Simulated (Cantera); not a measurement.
A closed system holds: 1 mol Fe, 0.042 mol H2S, a varied amount of CO, held at 1300 K and 21.0 bar.

Cantera equilibrium calculation (NASA polynomials, part measured and part estimated; ideal gas, pure solids and liquids). Candidate condensed phases: C, C6H6, C7H8, C8H18, Fe, Fe(CO)5, FeO, Fe(OH)2, Fe(OH)3, FeS, FeSO4, FeS2, Fe2O3, Fe2(SO4)3, Fe3O4, H2O, H2SO4, S; 127 gas species. Metal and sulfide melt together well below either melting point, which pure phases cannot show. Mutual solubility and eutectic melting of coexisting phases are not modelled. FeS: taken at fixed stoichiometry. Condensed phases not in the tables: cementite and carbon dissolved in iron. Rates play no part.

x: gas mole fraction; n: condensed amount in mol.

| n(CO) (mol) | x CO | x CO2 | x H2 | x H2O | x COS | x H2S | x CH4 | n C(graphite) | n Fe(γ) | n FeS(s) |
|---|---|---|---|---|---|---|---|---|---|---|
| 1.9 | 0.890 | 0.0861 | 0.0199 | 0.00339 | 0.000204 | 0.000141 | 6.54e-5 | … | 0.959 | 0.0414 |
| 2.2 | 0.893 | 0.0866 | 0.0172 | 0.00295 | 0.000204 | 0.000122 | 4.91e-5 | … | 0.959 | 0.0413 |
| 2.6 | 0.895 | 0.0871 | 0.0146 | 0.00251 | 0.000205 | 0.000104 | 3.54e-5 | … | 0.959 | 0.0413 |
| 3.1 | 0.898 | 0.0875 | 0.0123 | 0.00212 | 0.000205 | 8.74e-5 | 2.50e-5 | … | 0.959 | 0.0412 |
| 3.6 | 0.899 | 0.0879 | 0.0106 | 0.00183 | 0.000206 | 7.54e-5 | 1.86e-5 | … | 0.959 | 0.0411 |
| 4.3 | 0.901 | 0.0882 | 0.00891 | 0.00154 | 0.000206 | 6.33e-5 | 1.31e-5 | … | 0.959 | 0.0409 |
| 5.1 | 0.902 | 0.0885 | 0.00753 | 0.00130 | 0.000206 | 5.35e-5 | 9.36e-6 | … | 0.959 | 0.0408 |
| 5.9 | 0.903 | 0.0887 | 0.00652 | 0.00113 | 0.000207 | 4.63e-5 | 7.01e-6 | … | 0.959 | 0.0406 |
| 7 | 0.904 | 0.0888 | 0.00550 | 0.000952 | 0.000207 | 3.90e-5 | 4.99e-6 | … | 0.960 | 0.0404 |
| 8.2 | 0.905 | 0.0890 | 0.00470 | 0.000814 | 0.000207 | 3.34e-5 | 3.65e-6 | … | 0.960 | 0.0402 |
| 9.7 | 0.906 | 0.0891 | 0.00398 | 0.000690 | 0.000207 | 2.82e-5 | 2.61e-6 | … | 0.960 | 0.0399 |
| 11 | 0.906 | 0.0892 | 0.00351 | 0.000609 | 0.000207 | 2.49e-5 | 2.03e-6 | … | 0.960 | 0.0396 |
| 13 | 0.907 | 0.0893 | 0.00297 | 0.000516 | 0.000208 | 2.11e-5 | 1.46e-6 | … | 0.961 | 0.0393 |

**Question.** Some entries are withheld; supply them.

**Answer.** 
- 1.9, n C(graphite): 0.159
- 2.2, n C(graphite): 0.184
- 2.6, n C(graphite): 0.217
- 3.1, n C(graphite): 0.258
- 3.6, n C(graphite): 0.300
- 4.3, n C(graphite): 0.357
- 5.1, n C(graphite): 0.423
- 5.9, n C(graphite): 0.489
- 7, n C(graphite): 0.580
- 8.2, n C(graphite): 0.679
- 9.7, n C(graphite): 0.803
- 11, n C(graphite): 0.910
- 13, n C(graphite): 1.08
